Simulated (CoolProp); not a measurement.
Vapour-liquid equilibrium of R125 (1) + n-butane (2) at 230.7 K; x and y are mole fractions of (1).

The numbers come from the multi-fluid Helmholtz-energy mixture model, Lemmon 2005 and Bücker 2006; pair parameters Bell 2016 in CoolProp.

```
x     bubble pressure, mixture model (kPa)  bubble pressure, Raoult's law (kPa)  y, mixture model  y, Raoult's law
----  ------------------------------------  -----------------------------------  ----------------  ---------------
0.05                                   [?]                                20.57               [?]            0.322
0.2                                    [?]                                38.25             0.875            0.693
0.35                                   [?]                                55.94             0.896            0.830
0.5                                  123.5                                73.62             0.900            0.900
0.65                                 124.0                                91.31               [?]            0.944
0.8                                    [?]                                109.0             0.912            0.973
0.95                                   [?]                                126.7               [?]            0.994
```

Task: Complete the blanks.

Result: 
- 0.05, bubble pressure, mixture model (kPa): 49.63
- 0.05, y, mixture model: 0.713
- 0.2, bubble pressure, mixture model (kPa): 105.1
- 0.35, bubble pressure, mixture model (kPa): 121.0
- 0.65, y, mixture model: 0.901
- 0.8, bubble pressure, mixture model (kPa): 126.8
- 0.95, bubble pressure, mixture model (kPa): 131.6
- 0.95, y, mixture model: 0.962

The largest gap from Raoult's law is +174.8 % in bubble pressure, at x = 0.2. No azeotrope shows between x = 0.05 and 0.95.

Pair parameters are fitted to limited data, so mixtures are less certain than the pure fluids. With so large a gap from Raoult's law the liquid may split in two, which this calculation doesn't test in full.
